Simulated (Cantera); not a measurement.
Input (Python, Cantera):

```python
import numpy as np
import cantera as ct

gas = ct.Solution("gri30.yaml")
gas.TPX = 525, 130000, {'C3H8': 1, 'O2': 3.57, 'N2': 13.4, 'CO2': 0.053}
flame = ct.FreeFlame(gas, width=0.033)
flame.set_refine_criteria(ratio=3, slope=0.08, curve=0.16)
flame.transport_model = "mixture-averaged"
flame.solve(loglevel=0, auto=True)
z, T = flame.grid, flame.T
thick = (T[-1] - T[0]) / np.gradient(T, z).max()
show = ['C3H8', 'O2', 'CH4', 'C2H2', 'HO2', 'CH3']
print(f"laminar burning velocity  {flame.velocity[0] * 100:.3f} cm/s")
print(f"burnt temperature         {T[-1]:.1f} K")
print(f"thermal thickness         {thick * 1e3:.4f} mm")
print(f"grid points               {len(z)}")
z0 = z[flame.heat_release_rate.argmax()]
print(f"{'z/mm':>9s}{'T/K':>9s}{'u/(m/s)':>9s}" + "".join(f"{s:>11s}" for s in show))
rows = []
for k in (-3, -2, -1.5, -1, -0.5, -0.25, 0, 0.25, 0.5, 1, 2, 4, 8):
    zz = z0 + k * thick
    rows.append([k * thick, np.interp(zz, z, T), np.interp(zz, z, flame.velocity),
                 *(np.interp(zz, z, flame.X[gas.species_index(s)]) for s in show)])
    print(f"{rows[-1][0] * 1e3:9.3f}{rows[-1][1]:9.1f}{rows[-1][2]:9.3f}" + "".join(f"{x:11.3e}" for x in rows[-1][3:]))
```

Result:

```
laminar burning velocity  82.723 cm/s
burnt temperature         2193.3 K
thermal thickness         0.2637 mm
grid points               150
     z/mm      T/K  u/(m/s)       C3H8         O2        CH4       C2H2        HO2        CH3
   -0.791    525.2    0.830  5.535e-02  1.975e-01  1.812e-06  1.071e-07  7.359e-08  4.447e-09
   -0.527    527.6    0.837  5.511e-02  1.963e-01  2.065e-05  1.956e-06  9.766e-07  5.474e-08
   -0.396    538.5    0.860  5.476e-02  1.942e-01  9.848e-05  1.343e-05  5.196e-06  3.339e-07
   -0.264    616.0    0.998  5.325e-02  1.847e-01  5.982e-04  1.344e-04  3.330e-05  6.574e-06
   -0.132   1024.6    1.733  3.716e-02  1.396e-01  3.207e-03  1.235e-03  1.050e-04  5.402e-04
   -0.066   1416.6    2.493  1.265e-02  9.302e-02  5.184e-03  2.945e-03  2.127e-04  2.688e-03
    0.000   1782.8    3.225  4.062e-04  4.571e-02  3.678e-03  4.924e-03  1.056e-04  2.809e-03
    0.066   1980.0    3.602  6.225e-07  1.821e-02  1.007e-03  2.834e-03  1.553e-05  1.002e-03
    0.132   2053.4    3.732  1.922e-10  6.914e-03  1.949e-04  8.319e-04  3.287e-06  2.638e-04
    0.264   2090.4    3.785  6.716e-16  1.456e-03  8.075e-06  5.522e-05  6.715e-07  1.406e-05
    0.527   2111.2    3.811  1.090e-21  5.584e-04  6.404e-08  6.175e-07  3.241e-07  1.205e-07
    1.055   2133.4    3.845  3.018e-27  3.516e-04  1.337e-10  1.327e-09  2.117e-07  2.370e-10
    2.110   2156.6    3.882  9.372e-33  1.866e-04  4.645e-13  1.166e-12  1.137e-07  7.380e-13
```

Computed with Cantera and GRI-Mech 3.0 (53 species, 325 reactions). GRI-Mech 3.0 was tuned for natural gas; its chemistry of propane as a main component is partial and can be far from experiment. Burning velocities carry a grid error of a few per cent, more on coarse grids.
